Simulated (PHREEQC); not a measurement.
Consider water at 20 °C with 24 mmol/kgw NH4HF2, 6.6 mmol/kgw (NH4)2SiF6 and 17 mmol/kgw H3PO4. Closed to the air; pH follows from the charge balance.

Model: ion-association model, phreeqc.dat, run in PHREEQC.

Precipitation was switched off in this run.

**Question.** Predict the pH.

**Answer.** pH 2.61.

**Question.** In which forms is P present?

**Answer.** H2PO4- 78 %, H3PO4 22 % of the P.

SiF6-2 is the database's only silicon fluoride.
